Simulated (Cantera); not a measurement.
A closed system holds: 1 mol SiCl4, 2 mol Cl2, 17 mol H2, at 1300000 Pa.

Method: chemical equilibrium by Gibbs-energy minimisation in Cantera with the NASA 1993 tables (ideal gas, pure condensed phases). Candidate condensed phases: Si; 19 gas species. The tables' values for SiCl3 are old estimates; treat these amounts as uncertain. Kinetics and transport are ignored. All values below are at 1325 °C.

Base state: H2 0.721, HCl 0.229, SiCl4 0.0247, SiHCl3 0.0111, SiCl3 0.00741, SiCl2 0.00551, SiH2Cl2 0.000836, SiH3Cl 1.88e-5 (mole fractions); condensed: gas only.

What changes in the equilibrium state with this change: Cl2 from 2 to 0.72 mol?


```tsv
species	before	after
H2	0.721	0.820
HCl	0.229	0.128
SiCl4	0.0247	0.0152
SiCl2	0.00551	0.0124
SiHCl3	0.0111	0.0140
SiH3Cl	1.88e-5	9.84e-5
SiH2Cl2	0.000836	0.00214
```
